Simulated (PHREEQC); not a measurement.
A solution holds 0.0015 mol/kgw Fe(NO3)3, at 5.6 °C. It is in equilibrium with CO2 at log p = -3.4 (atm). Otherwise closed; pH follows from the charge balance.

The numbers come from PHREEQC with the ion-association model, wateq4f.dat.

Each row changes one thing in this solution. Precipitation was switched off in this run.

```json
[
 {"case": "as made", "pH": "3.00", "ionic strength (mol/kgw)": "0.00734", "HCO3- (mol/kgw)": "8.51e-9"},
 {"case": "Fe(NO3)3 from 0.0015 to 0.00225 mol/kgw", "pH": "2.89", "ionic strength (mol/kgw)": "0.0115", "HCO3- (mol/kgw)": "6.61e-9"},
 {"case": "temperature from 5.6 to 85 °C", "pH": "2.70", "ionic strength (mol/kgw)": "0.00538", "HCO3- (mol/kgw)": "1.15e-9"},
 {"case": "diluted 10-fold with water", "pH": "3.71", "ionic strength (mol/kgw)": "0.000563", "HCO3- (mol/kgw)": "4.09e-8"},
 {"case": "diluted 2-fold with water", "pH": "…", "ionic strength (mol/kgw)": "0.00338", "HCO3- (mol/kgw)": "1.32e-8"},
 {"case": "Fe(NO3)3 replaced by Sr(NO3)2 at the same molality", "pH": "5.55", "ionic strength (mol/kgw)": "0.00450", "HCO3- (mol/kgw)": "2.96e-6"},
 {"case": "0.00015 mol/kgw HF added", "pH": "2.99", "ionic strength (mol/kgw)": "…", "HCO3- (mol/kgw)": "8.30e-9"}
]
```

### Question
Fill in the missing entries.

### Answer

- diluted 2-fold with water, pH: 3.21
- 0.00015 mol/kgw HF added, ionic strength (mol/kgw): 0.00720

Some of these states are supersaturated (in Hematite (slow to form), Goethite (slow to form), for instance). At this temperature some constants are extrapolated from 25 °C, and those without enthalpy data are left unchanged. Fluoro complexes past AlF4- and FeF3 are missing from the database.
